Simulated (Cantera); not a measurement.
**Equilibrium for halide evaporation, hydrolysis and transport: CsCl + H2O + H2**

Feed: 1 mol CsCl, 2.3 mol H2O, 11 mol H2, at 43.0 Pa.

Method: chemical equilibrium by Gibbs-energy minimisation in Cantera with the NASA 1993 tables (ideal gas, pure condensed phases). Candidate condensed phases: Cs, CsCl, CsOH, H2O; 22 gas species. Equilibrium is a limit: real reactors are often held back by kinetics, nucleation or transport.

```tsv
T (K)	x H2	x H2O	x H	x CsCl	x Cs	x HCl
923	0.774	0.162	1.04e-8	0.0583	2.81e-6	2.24e-5
1023	0.770	0.161	1.75e-7	0.0682	1.96e-5	6.43e-5
1123	0.769	0.161	1.80e-6	0.0695	8.31e-5	0.000160
1223	0.769	0.161	1.27e-5	0.0695	0.000255	0.000366
1323	0.769	0.161	6.70e-5	0.0691	0.000630	0.000775
1423	0.768	0.161	0.000281	0.0684	0.00133	0.00151
1523	0.766	0.160	0.000976	0.0671	0.00250	0.00271
1623	0.763	0.160	0.00291	0.0651	0.00429	0.00452
1723	0.756	0.159	0.00765	0.0623	0.00684	0.00705
1823	0.744	0.158	0.0180	0.0584	0.0102	0.0103
1923	0.723	0.155	0.0386	0.0533	0.0144	0.0141
2023	0.686	0.151	0.0758	0.0469	0.0192	0.0181
2123	0.627	0.142	0.137	0.0393	0.0244	0.0213
```
x: gas mole fraction; nothing condenses.

From 923 K to 2123 K nothing is condensed. The main Cs-bearing gas is CsCl throughout.
